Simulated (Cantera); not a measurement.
A closed system holds: 1 mol PbO, 2.7 mol CH4, 0.2 mol N2, equilibrated at 2525 K and 2.78 Torr.

Method: chemical equilibrium by Gibbs-energy minimisation in Cantera with the NASA 1993 tables (ideal gas, pure condensed phases). Candidate condensed phases: C, C6H6, C7H8, C8H18, H2O, Pb, PbO, PbO2, Pb3O4; 139 gas species. The numbers say what is thermodynamically allowed, not how fast it happens.

Base state: H2 0.440, H 0.306, CO 0.111, Pb 0.111, N2 0.0183, HCN 0.00677, C2H2 (acetylene) 0.00528, HNC 0.000815 (mole fractions); condensed: C(graphite).

### Question
What changes in the equilibrium state with this change: temperature from 2525 K to 1625 K?

### Answer
```
species             before     after
----------------  --------  --------
H2                   0.440     0.709
CO                   0.111     0.132
Pb                   0.111     0.132
H                    0.306  0.000977
N2                  0.0183    0.0261
C2H               0.000278     <1e-9
C3                0.000197     <1e-9
CN                0.000282   3.57e-9
C                  6.32e-5     <1e-9
C(graphite), mol      1.52      1.70
```
